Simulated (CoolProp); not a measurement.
Vapour-liquid equilibrium of carbon dioxide (1) + R22 (2) at 0.532 MPa; x and y are mole fractions of (1).

Values from CoolProp's multi-fluid Helmholtz-energy mixture model, Span 1996 and Kamei 1995; pair parameters Bell 2016.

| x | bubble temperature, mixture model (K) | bubble temperature, Raoult's law (K) | y, mixture model | y, Raoult's law |
|---|---|---|---|---|
| 0.05 | ? | 266.9 | ? | 0.277 |
| 0.15 | ? | 254.8 | 0.493 | 0.583 |
| 0.25 | ? | 246.1 | ? | 0.739 |
| 0.35 | ? | 239.5 | 0.791 | 0.829 |
| 0.45 | 236.4 | 234.3 | ? | 0.885 |
| 0.55 | 231.5 | 230.0 | 0.911 | 0.923 |
| 0.65 | ? | 226.4 | 0.944 | 0.950 |
| 0.75 | 223.9 | 223.3 | 0.966 | 0.969 |
| 0.85 | 221.0 | 220.7 | 0.982 | 0.984 |
| 0.95 | 218.4 | 218.3 | 0.995 | 0.995 |

Question: Some entries are withheld; supply them.

Answer: 
- 0.05, bubble temperature, mixture model (K): 269.3
- 0.05, y, mixture model: 0.200
- 0.15, bubble temperature, mixture model (K): 258.6
- 0.25, bubble temperature, mixture model (K): 249.7
- 0.25, y, mixture model: 0.677
- 0.35, bubble temperature, mixture model (K): 242.4
- 0.45, y, mixture model: 0.864
- 0.65, bubble temperature, mixture model (K): 227.4

The largest gap from Raoult's law is +3.8 K in bubble temperature, at x = 0.15. No azeotrope shows between x = 0.05 and 0.95.

Pair parameters are fitted to limited data, so mixtures are less certain than the pure fluids.
